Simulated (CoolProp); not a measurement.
A single-stage vapour-compression cycle with R365MFC: evaporating at 271.15 K (dew point), condensing at 315.15 K (bubble point), superheat 5 K, subcooling 5 K, compressor efficiency 0.8, no pressure losses. Each further row changes one setting.

Model: reference Helmholtz-energy equation of state, Lemmon 2016, in CoolProp.

| case | cooling COP | pressure ratio | discharge temperature (K) | refrigerating effect (kJ/kg) | volumetric capacity (kJ/m³) |
|---|---|---|---|---|---|
| as stated | 4.26 | 6.48 | 316.7 | 159 | 173 |
| evaporating temperature 276.15 K | 5.01 | 5.05 | 316.6 | 163 | 224 |
| condensing temperature 310.15 K | 4.93 | 5.41 | 312.6 | 166 | 180 |
| subcooling 10 K | 4.44 | 6.48 | 316.7 | 166 | 180 |
| superheat 15 K | 4.34 | 6.48 | 327.1 | 168 | 176 |
| compressor efficiency 0.7 | 3.73 | 6.48 | 321.7 | 159 | 173 |
